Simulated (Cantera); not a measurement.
A perfectly stirred reactor is fed with 5.00 % C3H8, 95.0 % H2, at 0.132 atm; it is held at 1198 K, and followed from long to short residence time.

Detailed kinetics in Cantera: GRI-Mech 3.0 (53 species, 325 reactions). GRI-Mech 3.0 was tuned for natural gas; its chemistry of propane as a main component is partial and can be far from experiment. GRI-Mech 3.0 stops at C3 and has no aromatics, soot or wall deposition, so with more carbon than oxygen in the feed, carbon stays in small species such as C2H2 where larger ones or solid carbon would form.

Q: Predict: x(C3H8) at τ = 16.0 s; x(H2) at τ = 16.0 s; x(CH4) at τ = 16.0 s; x(CH3) at τ = 16.0 s; x(C3H8) at τ = 0.100 s; x(H2) at τ = 0.100 s; x(CH4) at τ = 0.100 s; x(CH3) at τ = 0.100 s.

A: 
```
Quantity                 Result
----------------------  -------
x(C3H8) at τ = 16.0 s   8.84e-5
x(H2) at τ = 16.0 s       0.891
x(CH4) at τ = 16.0 s     0.0749
x(CH3) at τ = 16.0 s    7.34e-6
x(C3H8) at τ = 0.100 s  0.00319
x(H2) at τ = 0.100 s      0.905
x(CH4) at τ = 0.100 s    0.0493
x(CH3) at τ = 0.100 s   3.22e-5
```
